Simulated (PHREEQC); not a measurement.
A column of 0.5 m (30 cells, dispersivity 0.018 m, 720 s a shift, diffusion coefficient 3e-10 m²/s) holds 0.0088 eq of the database's cation exchanger X per kg of pore water, first in equilibrium with 0.00047 mol/kgw KBr and 1e-05 mol/kgw HCl. It is flushed with 15 mmol/kgw KCl, 0.7 mmol/kgw PbCl2 and 0.01 mmol/kgw HCl, at 25 °C. Values are for the last cell. The system is closed to CO2. Nothing may precipitate in this run.

Base run: PHREEQC, ion-association model, phreeqc.dat. Each further column changes one thing. The table gives Pb in solution (mol/kgw).

```csv
pore volumes,base,exchange capacity from 0.0088 to 0.0044 eq/kgw,dispersivity from 0.018 to 0.036 m
0,0,0,0
0.2833,0,0,0
0.6833,0,0,0
0.95,0,0,0
1.217,1.29e-13,1.02e-8,1.65e-11
1.617,4.26e-9,1.56e-5,1.16e-7
1.883,1.25e-7,0.000128,1.88e-6
2.15,1.32e-6,…,1.16e-5
2.417,8.28e-6,…,4.24e-5
2.817,7.13e-5,0.000655,…
3.083,0.000196,0.000682,0.000272
3.35,0.000364,0.000693,…
3.75,0.000553,…,0.000515
4.017,0.000620,0.000699,…
```

Q: Some entries are withheld; supply them.

A: 
- 2.15, exchange capacity from 0.0088 to 0.0044 eq/kgw: 0.000358
- 2.417, exchange capacity from 0.0088 to 0.0044 eq/kgw: 0.000538
- 2.817, dispersivity from 0.018 to 0.036 m: 0.000158
- 3.35, dispersivity from 0.018 to 0.036 m: 0.000384
- 3.75, exchange capacity from 0.0088 to 0.0044 eq/kgw: 0.000698
- 4.017, dispersivity from 0.018 to 0.036 m: 0.000574
